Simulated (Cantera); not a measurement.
Cantera run:

```python
import numpy as np
import cantera as ct

gas_names = """
    CO2 N2 NO2 NO N
""".split()
cond_names = """
    Ta(cr) Ta(L) TaC(s) TaC(L) Ta2O5(s) Ta2O5(L)
""".split()


# ... load() reads the species with a 1 bar reference pressure and builds the phases ...
species = {s.name: s for s in load("nasa_gas.yaml", gas_names) + load("nasa_condensed.yaml", cond_names)}
# Each term lists the table entries of one substance; the one whose range holds T is used.
reactions = {
    '2 CO2(g) + N2(g) + 2 Ta = 2 TaC + 2 NO2(g)':
        [(-2, ['CO2']), (-1, ['N2']), (-2, ['Ta(cr)', 'Ta(L)']), (2, ['TaC(s)', 'TaC(L)']), (2, ['NO2'])],
    '2 TaC + 9 NO(g) = Ta2O5 + 2 CO2(g) + 9 N(g)':
        [(-2, ['TaC(s)', 'TaC(L)']), (-9, ['NO']), (1, ['Ta2O5(s)', 'Ta2O5(L)']), (2, ['CO2']), (9, ['N'])],
}


def pick(names, T):
    return next(species[n] for n in names if species[n].thermo.min_temp <= T <= species[n].thermo.max_temp)


results = []
for label, terms in reactions.items():
    print(label)
    print("     T/K   dH/kJ  dS/(J/K)   dG/kJ   log10 K")
    for T in [300, 1998, 2048, 2098, 2148, 2198, 2248, 2298, 2348, 2398, 2448]:
        used = [(nu, pick(names, T)) for nu, names in terms]
        dH = sum(nu * s.thermo.h(T) for nu, s in used) / 1e6
        dS = sum(nu * s.thermo.s(T) for nu, s in used) / 1e3
        dG = dH - T * dS / 1e3
        logK = -dG * 1e6 / (ct.gas_constant * T * np.log(10))
        results.append((label, T, dH, dS, dG, logK, [s.name for _, s in used]))
        print(f"{T:8g} {dH:8.1f} {dS:8.1f} {dG:8.1f} {logK:8.2f}")
```

Result:

```
2 CO2(g) + N2(g) + 2 Ta = 2 TaC + 2 NO2(g)
     T/K   dH/kJ  dS/(J/K)   dG/kJ   log10 K
     300    567.2   -137.1    608.3  -105.92
    1998    584.7   -122.5    829.4   -21.68
    2048    585.5   -122.1    835.5   -21.31
    2098    586.3   -121.7    841.6   -20.95
    2148    587.1   -121.4    847.7   -20.61
    2198    587.9   -121.0    853.8   -20.29
    2248    588.7   -120.6    859.8   -19.98
    2298    589.6   -120.2    865.8   -19.68
    2348    590.4   -119.9    871.8   -19.40
    2398    591.3   -119.5    877.8   -19.12
    2448    592.1   -119.2    883.8   -18.86
2 TaC + 9 NO(g) = Ta2O5 + 2 CO2(g) + 9 N(g)
     T/K   dH/kJ  dS/(J/K)   dG/kJ   log10 K
     300    888.0    -30.7    897.2  -156.21
    1998   1000.4     95.9    808.7   -21.14
    2048   1003.2     97.3    803.9   -20.50
    2098   1127.9    157.9    796.6   -19.83
    2148   1132.8    160.2    788.6   -19.18
    2198   1137.7    162.5    780.6   -18.55
    2248   1142.6    164.7    772.4   -17.95
    2298   1147.4    166.8    764.1   -17.37
    2348   1152.1    168.8    755.7   -16.81
    2398   1156.8    170.8    747.2   -16.28
    2448   1161.5    172.7    738.6   -15.76
```

Cantera with NASA thermochemical tables; ideal gases at 1 bar, condensed phases pure. TaC: taken at fixed stoichiometry. Condensed species are held in their standard states even where they would react or evaporate.
